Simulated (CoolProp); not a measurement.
Properties of methanol along the isotherm 315.35 °C.

Model: reference Helmholtz-energy equation of state, de Reuck 1993, in CoolProp.

```tsv
p (MPa)	phase	cv (kJ/(kg K))	conductivity (mW/(m K))
0.039	gas	1.813	50.9
0.063	gas	1.815	50.9
0.102	gas	1.818	51.0
0.164	gas	1.824	51.1
0.266	gas	1.832	51.3
0.429	gas	1.846	51.5
0.693	gas	1.868	52.0
1.12	gas	1.905	52.7
1.81	gas	1.968	53.9
2.92	gas	2.074	56.0
4.72	gas	2.261	59.9
7.63	gas	2.583	67.7
12.3	supercritical	3.083	86.4
```

Thermal conductivity comes from a separate model (Sykioti 2013).
